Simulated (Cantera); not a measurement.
## Adiabatic ignition

An adiabatic, constant-volume homogeneous reactor starts with H2 : O2 : N2 : H2O = 1 : 0.385 : 1.45 : 0.064 (molar parts), equivalence ratio 1.3, at 1073 K and 0.250 bar.

Cantera simulation using the H2/O2 subset of GRI-Mech 3.0, which has no nitrogen chemistry; the numbers are that mechanism's predictions, not measurements.

```
t (s)     T (K)  P (bar)    x H2     x O2   x H2O      x OH     x HO2
--------  -----  -------  ------  -------  ------  --------  --------
7.00e-6    1073    0.250   0.345    0.133  0.0221  1.08e-11  3.83e-10
1.99e-5    1073    0.250   0.345    0.133  0.0221  5.00e-11   1.15e-9
5.68e-5    1073    0.250   0.345    0.133  0.0221  4.35e-10   4.44e-9
0.000162   1073    0.250   0.345    0.133  0.0221   5.66e-8   2.35e-7
0.000461   2049    0.453  0.0974   0.0157   0.233    0.0231   3.70e-6
0.00131    2783    0.585   0.100  0.00562   0.278    0.0248   2.67e-6
0.00374    2785    0.586   0.100  0.00559   0.278    0.0248   2.67e-6
0.0107     2785    0.586   0.100  0.00559   0.278    0.0248   2.67e-6
0.0304     2785    0.586   0.100  0.00559   0.278    0.0248   2.67e-6
0.0865     2785    0.586   0.100  0.00559   0.278    0.0248   2.67e-6
0.246      2785    0.586   0.100  0.00559   0.278    0.0248   2.67e-6
0.702      2785    0.586   0.100  0.00559   0.278    0.0248   2.67e-6
2.00       2785    0.586   0.100  0.00559   0.278    0.0248   2.67e-6
```
x: mole fraction; the columns are a selection and need not sum to one.

```yaml
time_of_steepest_temperature_rise: 0.385 ms
temperature at 2.00 s: 2785 K
equilibrium_temperature: 2785 K
x(H2) at 2.00 s: 0.100 (gas-phase equilibrium 0.100)
x(O2) at 2.00 s: 0.00559 (gas-phase equilibrium 0.00559)
x(H2O) at 2.00 s: 0.278 (gas-phase equilibrium 0.278)
```
